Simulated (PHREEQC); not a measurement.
Dissolve 150 mmol/kgw HF and 35 mmol/kgw NH4F at 25 °C. Closed to the air; pH follows from the charge balance.

Equilibrium calculation in PHREEQC: ion-association model, phreeqc.dat.

```csv
quantity,before,after
pH,2.39,2.75
ionic strength (mol/kgw),0.0397,0.00543
F- (mol/kgw),0.0264,0.00517
HF2- (mol/kgw),0.0134,0.000254
```

Task: Name the change that produced these shifts.
(A) NH4F from 0.035 to 0.0385 mol/kgw
(B) HF from 0.15 to 0.165 mol/kgw
(C) diluted 10-fold with water
(D) NH4F left out
(E) diluted 2-fold with water

Result: C, diluted 10-fold with water

This is a speciation only: nothing precipitates in the calculation.
